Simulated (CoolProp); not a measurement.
Vapour-liquid equilibrium of carbon dioxide (1) + 1-butene (2) at 4.85 °C; x and y are mole fractions of (1).

Model: multi-fluid Helmholtz-energy mixture model, Span 1996 and Lemmon 2005; pair parameters Bell 2016, in CoolProp.

| x | bubble pressure (bar) | y at the bubble point | dew pressure at overall composition x (bar) | liquid density (mol/L) |
|---|---|---|---|---|
| 0.05 | 3.591 | 0.572 | 1.617 | 11.22 |
| 0.2 | 10.09 | 0.851 | 1.924 | 12.21 |
| 0.35 | 16.18 | 0.910 | 2.369 | 13.32 |
| 0.5 | 21.39 | 0.935 | 3.076 | 14.58 |
| 0.65 | 26.02 | 0.952 | 4.379 | 16.01 |
| 0.8 | 30.86 | 0.968 | 7.593 | 17.67 |
| 0.95 | 37.00 | 0.990 | 25.38 | 19.64 |

No azeotrope shows between x = 0.05 and 0.95.

Pair parameters are fitted to limited data, so mixtures are less certain than the pure fluids. The gap from Raoult's law changes sign with composition, which may be real or a fault of the pair parameters; it wasn't checked against measurements.
